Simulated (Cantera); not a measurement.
Cantera run, input and output.

```python
import numpy as np
import cantera as ct

surf = ct.Interface("diamond.yaml", "diamond_100")
gas, bulk = surf.adjacent["gas"], surf.adjacent["diamond"]
k = surf.kinetics_species_index(bulk.species_names[0])
cover = ["c6HH", "c6H*", "c6*H", "c6**", "c6HM", "c6B"]

rows, drift = [], 0.0
print(f"{'T':>10s}{'um/h':>11s}" + "".join(f"{s:>11s}" for s in cover))
for v in [900, 950, 1000, 1050, 1100, 1150, 1200, 1250, 1300, 1350, 1400]:
    T, P, xH, xCH3 = v, 17000, 0.0066, 0.00079
    gas.TPX = T, P, {"H": xH, "CH3": xCH3, "CH4": 0.0026, "H2": 1 - xH - xCH3 - 0.0026}
    surf.TP = bulk.TP = T, P
    surf.coverages = "c6H*:0.1, c6HH:0.9"
    surf.advance_coverages(100.0)
    before = surf.coverages
    surf.advance_coverages(100.0)
    drift = max(drift, np.max(np.abs(surf.coverages - before) / (surf.coverages + 1e-9)))
    rate = surf.net_production_rates[k] * bulk.mean_molecular_weight / bulk.density * 3.6e9
    rows.append([rate, *surf[cover].coverages])
    print(f"{v:10.4g}{rate:11.4e}" + "".join(f"{x:11.3e}" for x in rows[-1][1:]))
```

It prints:

```
         T       um/h       c6HH       c6H*       c6*H       c6**       c6HM        c6B
       900 3.7175e+01  6.159e-01  9.473e-03  2.600e-01  3.802e-03  8.917e-02  1.009e-07
       950 4.9964e+01  5.836e-01  1.297e-02  3.032e-01  5.899e-03  7.236e-02  1.356e-07
      1000 6.4237e+01  5.498e-01  1.701e-02  3.438e-01  8.692e-03  5.890e-02  1.743e-07
      1050 7.8928e+01  5.162e-01  2.152e-02  3.811e-01  1.225e-02  4.774e-02  2.142e-07
      1100 9.1489e+01  4.843e-01  2.643e-02  4.151e-01  1.664e-02  3.777e-02  2.483e-07
      1150 9.6995e+01  4.550e-01  3.172e-02  4.462e-01  2.190e-02  2.804e-02  2.632e-07
      1200 9.0245e+01  4.285e-01  3.731e-02  4.744e-01  2.802e-02  1.845e-02  2.449e-07
      1250 7.3113e+01  4.038e-01  4.306e-02  4.988e-01  3.491e-02  1.034e-02  1.984e-07
      1300 5.5515e+01  3.801e-01  4.872e-02  5.179e-01  4.231e-02  5.028e-03  1.506e-07
      1350 4.4443e+01  3.578e-01  5.417e-02  5.318e-01  5.002e-02  2.250e-03  1.206e-07
      1400 3.9664e+01  3.373e-01  5.938e-02  5.413e-01  5.791e-02  9.728e-04  1.076e-07
```

Model: the Harris–Goodwin 1993 mechanism for the reconstructed diamond (100) surface, integrated in Cantera.
